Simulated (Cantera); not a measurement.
# Metals in furnace atmospheres: Cu + O2 + H2 + CO

A closed system holds: 1 mol Cu, 0.0041 mol O2, 26 mol H2, 9.3 mol CO, equilibrated at 13300 Pa.

Cantera equilibrium calculation (NASA polynomials, part measured and part estimated; ideal gas, pure solids and liquids). Candidate condensed phases: C, C6H6, C7H8, C8H18, Cu, CuO, Cu(OH)2, Cu2O, H2O; 113 gas species. Rates play no part.

From 725 K to 1100 K the condensed part is C(graphite) + Cu(s). From 1175 K to 1325 K the condensed part is Cu(s). From 1400 K to 1475 K the condensed part is Cu(l).

```tsv
T (K)	x H2	x CO	x H2O	x CH4	x CO2	x Cu	n C(graphite)	n Cu(s)	n Cu(l)
725	0.503	0.0185	0.239	0.173	0.0662	<1e-12	3.14	1.00	0
800	0.650	0.0695	0.141	0.0758	0.0635	<1e-12	3.54	1.00	0
875	0.710	0.161	0.0622	0.0294	0.0372	<1e-12	2.18	1.00	0
950	0.725	0.231	0.0208	0.0117	0.0119	1.42e-11	0.701	1.00	0
1025	0.730	0.255	0.00659	0.00523	0.00298	3.11e-10	0.143	1.00	0
1100	0.733	0.261	0.00228	0.00257	0.000803	4.47e-9	0.00988	1.00	0
1175	0.735	0.263	0.00108	0.00114	0.000300	4.54e-8	0	1.000	0
1250	0.736	0.263	0.000605	0.000510	0.000138	3.48e-7	0	1.000	0
1325	0.736	0.263	0.000389	0.000231	7.48e-5	2.11e-6	0	1.000	0
1400	0.736	0.263	0.000289	0.000104	4.76e-5	1.01e-5	0	0	1.000
1475	0.736	0.263	0.000244	4.60e-5	3.51e-5	4.02e-5	0	0	0.999
```
x: gas mole fraction; n: condensed amount in mol.
